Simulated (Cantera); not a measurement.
Ignition delay

Mixture: CH3OH : O2 : N2 : H2O = 1 : 0.714 : 2.69 : 0.11 (molar parts), at 750 Torr, adiabatic and at constant volume. Ignition delay is the time to a rise of 400 K.

Detailed kinetics in Cantera: GRI-Mech 3.0 (53 species, 325 reactions). GRI-Mech 3.0 was tuned for natural gas; its chemistry of methanol as a main component is partial and can be far from experiment.

| T0 (K) | delay (ms) |
|---|---|
| 1175 | 11.3 |
| 1275 | 2.28 |
| 1375 | 0.592 |
| 1475 | 0.191 |
| 1575 | 0.0738 |
| 1675 | 0.0330 |
| 1775 | 0.0165 |
| 1875 | 0.00915 |

```
Item                                                    Result
--------------------------------------------------  ----------
apparent activation energy between 1675 and 1875 K  170 kJ/mol
```
